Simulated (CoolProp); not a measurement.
Hydrogen chloride along the isobar 11.4 MPa: Z from the reference equation and from simpler models built on Tc = 324.7 K, pc = 8.314 MPa, ω = 0.130; each cubic takes its own stable root.

Model: reference Helmholtz-energy equation of state, Thol 2018, in CoolProp.

```csv
T (K),phase,reference
240.5,liquid,0.1948
273.7,liquid,0.1893
307,liquid,0.1969
340.2,supercritical,0.3006
373.5,supercritical,0.6320
406.7,supercritical,0.7490
439.9,supercritical,0.8164
473.2,supercritical,0.8614
506.4,supercritical,0.8934
539.7,supercritical,0.9174
```

**Question.** How far does each simpler model (van der Waals, Peng-Robinson) lie from the reference over these 10 states: mean and median of the absolute difference, and the worst?

**Answer.** 
- van der Waals: mean 22.6 %, median 3.9 %, worst +64.2 % at 240.5 K and 11.4 MPa
- Peng-Robinson: mean 3.2 %, median 0.6 %, worst +16.1 % at 340.2 K and 11.4 MPa
